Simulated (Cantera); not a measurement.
Cantera run, input and output.

```python
import numpy as np
import cantera as ct

surf = ct.Interface("diamond.yaml", "diamond_100")
gas, bulk = surf.adjacent["gas"], surf.adjacent["diamond"]
k = surf.kinetics_species_index(bulk.species_names[0])
cover = ["c6HH", "c6H*", "c6*H", "c6**", "c6HM", "c6B"]

rows, drift = [], 0.0
print(f"{'P':>10s}{'um/h':>11s}" + "".join(f"{s:>11s}" for s in cover))
for v in [880, 1500, 2400, 4000, 6600, 11000, 18000, 29000]:
    T, P, xH, xCH3 = 1025, v, 0.013, 2.9e-05
    gas.TPX = T, P, {"H": xH, "CH3": xCH3, "CH4": 0.0084, "H2": 1 - xH - xCH3 - 0.0084}
    surf.TP = bulk.TP = T, P
    surf.coverages = "c6H*:0.1, c6HH:0.9"
    surf.advance_coverages(100.0)
    before = surf.coverages
    surf.advance_coverages(100.0)
    drift = max(drift, np.max(np.abs(surf.coverages - before) / (surf.coverages + 1e-9)))
    rate = surf.net_production_rates[k] * bulk.mean_molecular_weight / bulk.density * 3.6e9
    rows.append([rate, *surf[cover].coverages])
    print(f"{v:10.4g}{rate:11.4e}" + "".join(f"{x:11.3e}" for x in rows[-1][1:]))
```

Result:

```
         P       um/h       c6HH       c6H*       c6*H       c6**       c6HM        c6B
       880 1.3182e-01  5.736e-01  2.058e-02  3.929e-01  1.160e-02  9.545e-04  3.577e-10
      1500 2.3727e-01  5.736e-01  2.059e-02  3.928e-01  1.160e-02  1.010e-03  6.438e-10
      2400 3.9135e-01  5.735e-01  2.062e-02  3.928e-01  1.160e-02  1.042e-03  1.062e-09
      4000 6.6608e-01  5.735e-01  2.066e-02  3.927e-01  1.161e-02  1.064e-03  1.807e-09
      6600 1.1133e+00  5.735e-01  2.073e-02  3.926e-01  1.162e-02  1.078e-03  3.021e-09
   1.1e+04 1.8713e+00  5.735e-01  2.085e-02  3.925e-01  1.164e-02  1.088e-03  5.078e-09
   1.8e+04 3.0798e+00  5.734e-01  2.104e-02  3.923e-01  1.167e-02  1.094e-03  8.357e-09
   2.9e+04 4.9850e+00  5.734e-01  2.134e-02  3.920e-01  1.172e-02  1.099e-03  1.353e-08
```

Model: the Harris–Goodwin 1993 mechanism for the reconstructed diamond (100) surface, integrated in Cantera.
